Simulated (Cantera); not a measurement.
An isothermal, constant-pressure homogeneous reactor starts with 28.6 % CH₄, 71.4 % H₂O, at 2075 K and 1.10 bar.

Model: GRI-Mech 3.0 (53 species, 325 reactions), integrated in Cantera.

x: mole fraction; the columns are a selection and need not sum to one.

```
t (s)        x CH₄  x H₂O     x CH₃      x OH    x C₂H₂     x O₂   x H₂
--------  --------  -----  --------  --------  --------  -------  -----
0.000300    0.0275  0.523   0.00231  0.000259    0.0808  2.18e-7  0.335
0.000625         ?      ?         ?         ?         ?        ?      ?
0.00130          ?      ?         ?         ?         ?        ?      ?
0.00271     0.0107  0.364  0.000796  0.000158    0.0349  9.52e-8  0.471
0.00565    0.00704  0.309  0.000492  0.000126    0.0161  6.80e-8  0.515
0.0118     0.00318  0.272  0.000213  0.000107   0.00399  5.29e-8  0.546
0.0245    0.000484  0.258   3.18e-5   9.92e-5  0.000200  4.72e-8  0.558
0.0510     1.79e-6  0.257   1.19e-7   1.00e-4   1.15e-7  4.81e-8  0.560
0.106      3.52e-9  0.257  2.34e-10  0.000100    <1e-12  4.81e-8  0.560
0.221      3.52e-9  0.257  2.34e-10  0.000100    <1e-12  4.81e-8  0.560
0.461      3.52e-9  0.257  2.34e-10  0.000100    <1e-12  4.81e-8  0.560
0.960      3.52e-9  0.257  2.34e-10  0.000100    <1e-12  4.81e-8  0.560
2.00       3.52e-9  0.257  2.34e-10  0.000100    <1e-12  4.81e-8  0.560
```

Q: What belongs in the gaps?

A: 
- 0.000625, x CH₄: 0.0173
- 0.000625, x H₂O: 0.479
- 0.000625, x CH₃: 0.00147
- 0.000625, x OH: 0.000238
- 0.000625, x C₂H₂: 0.0724
- 0.000625, x O₂: 1.84e-7
- 0.000625, x H₂: 0.377
- 0.00130, x CH₄: 0.0136
- 0.00130, x H₂O: 0.425
- 0.00130, x CH₃: 0.00109
- 0.00130, x OH: 0.000199
- 0.00130, x C₂H₂: 0.0555
- 0.00130, x O₂: 1.36e-7
- 0.00130, x H₂: 0.422
